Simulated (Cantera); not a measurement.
Feed: 1 mol CaO, 5.1 mol HCl, 28 mol H2, equilibrated at 1725 K and 64.0 Pa.

Equilibrium computed with Cantera from the NASA thermochemical tables; the gas is ideal and each condensed phase is pure. Candidate condensed phases: Ca, CaCl2, CaO, Ca(OH)2, H2O; 21 gas species. Kinetics and transport are ignored.

Base state: H2 0.840, HCl 0.0929, H2O 0.0301, CaCl2 0.0300, H 0.00673, Cl 0.000576, CaCl 0.000133, OH 1.33e-5 (mole fractions); condensed: gas only.

Task: What changes in the equilibrium state with this change: H2 from 28 to 0.95 mol?

Result: 
```csv
species,before,after
HCl,0.0929,0.503
CaCl2,0.0300,0.164
H2O,0.0301,0.164
H2,0.840,0.158
OH,1.33e-5,0.000167
Cl,0.000576,0.00718
H,0.00673,0.00292
CaCl,0.000133,5.85e-5
```
